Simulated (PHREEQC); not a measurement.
**Reverse-osmosis permeate (model solution)**

Synthetic water in mg/L, 25 °C, pH 6.44, pe -1.3: Na 0.749; K 8.45; Ca 4.12; Mg 4.95; Cl 4.77; S(6) as SO4 7.92; Alkalinity as HCO3 35.3; F 0.286; B 0.0615; N(-3) as NH4 0.00595; Si as SiO2 0.0118.

Valence states are taken as typed.

The numbers come from PHREEQC with the ion-association model, phreeqc.dat.

Precipitation was switched off in this run.

Q: What charge-balance error does the model give?

A: charge-balance error -1.8 %.

Q: In which forms is C present?

A: HCO3- 56 %, CO2 44 % of the C.

SiF6-2 is the database's only silicon fluoride. Real BF4- forms and hydrolyses slowly; the run takes it at equilibrium.
